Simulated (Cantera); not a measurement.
A Cantera script and what it prints.

```python
import numpy as np
import cantera as ct

gas_names = """
    H H2 Hg
""".split()
cond_names = """
    Hg(cr) Hg(L)
""".split()


# ... load() reads the species with a 1 bar reference pressure and builds the phases ...
atoms = {
    'Hg': {'Hg': 1},
    'H2': {'H': 2},
}
top_T = {}  # K; cautious upper limits of use, not melting points


# ... equilibrate(T, P, feed) seeds the gas with the atoms and calls Mixture.equilibrate('TP', solver="vcs", rtol=1e-11, max_steps=5000) ...
results = []
feed = {'Hg': 1, 'H2': 0.12}  # mol
for P in [10, 42, 180, 750, 3200, 13000, 56000, 240000, 1000000]:
    for T in [575, 675, 775, 875, 975, 1075, 1175, 1275, 1375, 1475, 1575]:
        mix = equilibrate(T, P, feed)
        results.append((T, P, feed, dict(zip(mix.species_names, mix.species_moles))))

for T, P, feed, n in results:
    print(f"{T:7g} {P:10.4g}  " + (" + ".join(c for c in cond_names if n.get(c, 0) > 1e-12) or "gas only"))
```

It prints:

```
    575         10  gas only
    675         10  gas only
    775         10  gas only
    875         10  gas only
    975         10  gas only
   1075         10  gas only
   1175         10  gas only
   1275         10  gas only
   1375         10  gas only
   1475         10  gas only
   1575         10  gas only
    575         42  gas only
    675         42  gas only
    775         42  gas only
    875         42  gas only
    975         42  gas only
   1075         42  gas only
   1175         42  gas only
   1275         42  gas only
   1375         42  gas only
   1475         42  gas only
   1575         42  gas only
    575        180  gas only
    675        180  gas only
    775        180  gas only
    875        180  gas only
    975        180  gas only
   1075        180  gas only
   1175        180  gas only
   1275        180  gas only
   1375        180  gas only
   1475        180  gas only
   1575        180  gas only
    575        750  gas only
    675        750  gas only
    775        750  gas only
    875        750  gas only
    975        750  gas only
   1075        750  gas only
   1175        750  gas only
   1275        750  gas only
   1375        750  gas only
   1475        750  gas only
   1575        750  gas only
    575       3200  gas only
    675       3200  gas only
    775       3200  gas only
    875       3200  gas only
    975       3200  gas only
   1075       3200  gas only
   1175       3200  gas only
   1275       3200  gas only
   1375       3200  gas only
   1475       3200  gas only
   1575       3200  gas only
    575    1.3e+04  gas only
    675    1.3e+04  gas only
    775    1.3e+04  gas only
    875    1.3e+04  gas only
    975    1.3e+04  gas only
   1075    1.3e+04  gas only
   1175    1.3e+04  gas only
   1275    1.3e+04  gas only
   1375    1.3e+04  gas only
   1475    1.3e+04  gas only
   1575    1.3e+04  gas only
    575    5.6e+04  Hg(L)
    675    5.6e+04  gas only
    775    5.6e+04  gas only
    875    5.6e+04  gas only
    975    5.6e+04  gas only
   1075    5.6e+04  gas only
   1175    5.6e+04  gas only
   1275    5.6e+04  gas only
   1375    5.6e+04  gas only
   1475    5.6e+04  gas only
   1575    5.6e+04  gas only
    575    2.4e+05  Hg(L)
    675    2.4e+05  Hg(L)
    775    2.4e+05  gas only
    875    2.4e+05  gas only
    975    2.4e+05  gas only
   1075    2.4e+05  gas only
   1175    2.4e+05  gas only
   1275    2.4e+05  gas only
   1375    2.4e+05  gas only
   1475    2.4e+05  gas only
   1575    2.4e+05  gas only
    575      1e+06  Hg(L)
    675      1e+06  Hg(L)
    775      1e+06  Hg(L)
    875      1e+06  gas only
    975      1e+06  gas only
   1075      1e+06  gas only
   1175      1e+06  gas only
   1275      1e+06  gas only
   1375      1e+06  gas only
   1475      1e+06  gas only
   1575      1e+06  gas only
```

Cantera equilibrium calculation (NASA polynomials, part measured and part estimated; ideal gas, pure solids and liquids).
